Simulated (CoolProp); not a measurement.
Vapour-liquid equilibrium of n-pentane (1) + the fluoroketone C6F12O (FK-5-1-12) (2) at 323.5 K; x and y are mole fractions of (1).

Computed with CoolProp (multi-fluid Helmholtz-energy mixture model, Thol 2019 and McLinden 2015; pair parameters Bell 2016).

Task: Give the bubble pressure and the first vapour's composition at x = 0.65, 0.875, 0.95. Is there an azeotrope?

Result: x = 0.65: 2.059 bar, y = 0.664; x = 0.875: 1.978 bar, y = 0.749; x = 0.95: 1.821 bar, y = 0.852. y crosses x between x = 0.65 and 0.725: the model has an azeotrope there.

Pair parameters are fitted to limited data, so mixtures are less certain than the pure fluids. With so large a gap from Raoult's law the liquid may split in two, which this calculation doesn't test in full.
